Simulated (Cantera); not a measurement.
Charge: 1 mol B2H6, 11 mol N2, at 1750 °C and 21.0 Pa.

Method: chemical equilibrium by Gibbs-energy minimisation in Cantera with the NASA 1993 tables (ideal gas, pure condensed phases). Candidate condensed phases: B, BN; 15 gas species. The feed counts by its element totals alone. The tables' values for BH2 are old estimates; treat these amounts as uncertain. The numbers say what is thermodynamically allowed, not how fast it happens.

Base state: N2 0.763, H2 0.180, H 0.0556, B 0.000927, BH2 9.61e-5, BN 1.21e-5, BH 1.20e-5 (mole fractions); condensed: B(s).

Question: What changes in the equilibrium state with this change: temperature from 1750 °C to 1300 °C?

Answer: 
| species | before | after |
|---|---|---|
| N2 | 0.763 | 0.769 |
| H2 | 0.180 | 0.230 |
| H | 0.0556 | 0.00135 |
| BH2 | 9.61e-5 | 6.87e-8 |
| B | 0.000927 | 1.08e-9 |
| BN | 1.21e-5 | <1e-9 |
| BH | 1.20e-5 | <1e-9 |
| B(s), mol | 1.98 | 0 |
| BN(s), mol | 0 | 2.00 |
